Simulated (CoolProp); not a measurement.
Vapour-liquid equilibrium of carbon dioxide (1) + propylene (2) at -42.05 °C; x and y are mole fractions of (1).

Computed with CoolProp (multi-fluid Helmholtz-energy mixture model, Span 1996 and Lemmon 2013; pair parameters Bell 2016).

```tsv
x	bubble pressure (MPa)	y at the bubble point	dew pressure at overall composition x (MPa)	liquid density (mol/L)
0.05	0.2090	0.396	0.1362	14.65
0.125	0.3176	0.621	0.1474	15.15
0.2	0.4123	0.722	0.1606	15.68
0.275	0.4931	0.780	0.1763	16.25
0.35	0.5611	0.818	0.1953	16.86
0.425	0.6184	0.844	0.2188	17.51
0.5	0.6672	0.865	0.2486	18.23
0.575	0.7099	0.883	0.2875	19.01
0.65	0.7488	0.899	0.3403	19.87
0.725	0.7861	0.915	0.4154	20.84
0.8	0.8233	0.932	0.5275	21.91
0.875	0.8618	0.953	0.6913	23.13
0.95	0.9025	0.979	0.8565	24.52
```

No azeotrope shows between x = 0.05 and 0.95.

Pair parameters are fitted to limited data, so mixtures are less certain than the pure fluids.
